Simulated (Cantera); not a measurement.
An isothermal, constant-pressure homogeneous reactor starts with H₂ : O₂ : N₂ = 0.044 : 1 : 2.6 (molar parts), equivalence ratio 0.022, at 975 K and 0.0267 bar.

Cantera simulation using the H2/O2 subset of GRI-Mech 3.0, which has no nitrogen chemistry; the numbers are that mechanism's predictions, not measurements. Radical loss at walls, strong at low pressure, is not modelled.

x: mole fraction; the columns are a selection and need not sum to one.

```csv
t (s),x H₂,x O₂,x O,x HO₂,x H,x H₂O
3.00e-6,0.0121,0.274,<1e-12,<1e-12,<1e-12,<1e-12
9.22e-6,0.0121,0.274,<1e-12,<1e-12,<1e-12,<1e-12
2.83e-5,0.0121,0.274,<1e-12,<1e-12,<1e-12,<1e-12
8.70e-5,0.0121,0.274,<1e-12,2.79e-12,2.42e-12,<1e-12
0.000267,0.0121,0.274,3.08e-12,8.65e-12,6.44e-12,1.14e-12
0.000821,0.0121,0.274,2.44e-11,2.73e-11,2.12e-11,2.07e-11
0.00252,0.0121,0.274,4.13e-10,1.05e-10,2.43e-10,6.00e-10
0.00775,0.0121,0.274,4.31e-7,___,2.45e-7,7.03e-7
0.0238,0.000590,0.268,0.00287,___,0.00150,0.0105
0.0731,3.91e-5,0.270,0.000485,___,5.39e-5,0.0120
0.225,4.32e-6,0.270,5.67e-5,___,1.96e-6,0.0121
0.690,4.70e-7,0.270,6.78e-6,___,8.19e-8,0.0121
2.12,5.19e-8,0.270,1.02e-6,___,4.83e-9,0.0121
6.51,7.26e-9,0.270,2.03e-7,___,4.31e-10,0.0121
20.0,1.47e-9,0.270,4.99e-8,___,5.22e-11,0.0121
```

Task: What belongs in the gaps?

Result: 
- 0.00775, x HO₂: 2.69e-8
- 0.0238, x HO₂: 3.60e-6
- 0.0731, x HO₂: 1.60e-6
- 0.225, x HO₂: 5.06e-7
- 0.690, x HO₂: 1.16e-7
- 2.12, x HO₂: 2.35e-8
- 6.51, x HO₂: 5.27e-9
- 20.0, x HO₂: 1.36e-9
